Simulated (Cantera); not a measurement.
Feed: 1 mol Si3N4, 0.1 mol C, 1 mol H2, at 2775 °C and 0.133 bar.

Equilibrium computed with Cantera from the NASA thermochemical tables; the gas is ideal and each condensed phase is pure. Candidate condensed phases: C, C6H6, C7H8, C8H18, Si, SiC, Si3N4; 105 gas species. The tables' values for SiN are old estimates; treat these amounts as uncertain. Gases not in the tables: Si2H6 and higher silanes. The numbers say what is thermodynamically allowed, not how fast it happens.

Base state: Si 0.425, N2 0.313, H 0.144, H2 0.0825, Si2 0.00908, Si2C 0.00818, SiH 0.00592, SiN 0.00447 (mole fractions); condensed: gas only.

**Question.** What changes in the equilibrium state with this change: C from 0.1 to 0.0053 mol?

**Answer.** 
```csv
species,before,after
Si,0.425,0.438
N2,0.313,0.313
H,0.144,0.144
Si2C,0.00818,0.000577
HCN,0.00249,0.000165
H2,0.0825,0.0826
C2H2 (acetylene),2.99e-5,1.33e-7
SiC2,0.00200,9.11e-6
CN,0.000467,3.11e-5
HNC,0.000487,3.24e-5
```
